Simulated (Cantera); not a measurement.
A closed system holds: 1 mol PbO, 3.6 mol C, 0.82 mol H₂, equilibrated at 21.0 Pa.

Cantera equilibrium calculation (NASA polynomials, part measured and part estimated; ideal gas, pure solids and liquids). Candidate condensed phases: C, C₆H₆, C₇H₈, C₈H₁₈, H₂O, Pb, PbO, PbO₂, Pb₃O₄; 113 gas species. Kinetics and transport are ignored.

Over these rows the condensed part is C(graphite). Partial pressures as log10 of bar:

```csv
T (K),1000/T (1/K),log p C₂H₂ (acetylene),log p CO,log p Pb,log p H₂
1148,0.8711,-11.64,-4.13,-4.13,-4.21
1298,0.7704,-10.47,-4.13,-4.13,-4.21
1448,0.6906,?,-4.13,-4.13,-4.21
1598,0.6258,-8.79,-4.13,-4.13,-4.22
1748,0.5721,-8.17,-4.13,-4.13,-4.22
1898,0.5269,-7.67,-4.13,-4.13,-4.24
```

### Question
Fit log p(C₂H₂ (acetylene)) = a + b·(1000/T) to the five rows, give the apparent enthalpy, and predict the row at 1448 K.

### Answer
Means: 1000/T = 0.6733, log p = -9.348. Sxy = -0.953682, Sxx = 0.0824839, so b = -11.56 and a = -9.348 − (-11.56)×0.6733 = -1.57.
Apparent enthalpy: −19.145 × (-11.56) = 221 kJ/mol. With the condensed phases at unit activity, 2 C(graphite) + H₂(g) = C₂H₂ (acetylene)(g) links this pressure to the main gases: over the six rows their terms move log p by -0.03 in all, so the slope is close to that reaction's ΔH°. The five rows lie within 0.01 of the line.
Prediction at 1448 K: -1.57 + (-11.56)×0.6906 = -9.55. The computed value is -9.54, 0.01 from the line.
